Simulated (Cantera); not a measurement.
A closed system holds: 1 mol Si2Cl6, 0.007 mol Cl2, 600 mol H2, at 12000 Pa.

These are equilibrium values from Cantera (NASA tables, ideal gas, pure condensed phases), not measurements of a reactor. Candidate condensed phases: Si; 19 gas species. The feed counts by its element totals alone. The numbers say what is thermodynamically allowed, not how fast it happens.

What share of the Si ends up in condensed phases as a function of T (K), at 825, 875, 925, 975, 1025, 1075, 1125, 1175?


```
T (K)  Si condensed (%)     as
-----  ----------------  -----
825                21.4  Si(s)
875                28.6  Si(s)
925                38.8  Si(s)
975                51.8  Si(s)
1025               65.8  Si(s)
1075               78.1  Si(s)
1125               86.1  Si(s)
1175               89.9  Si(s)
```
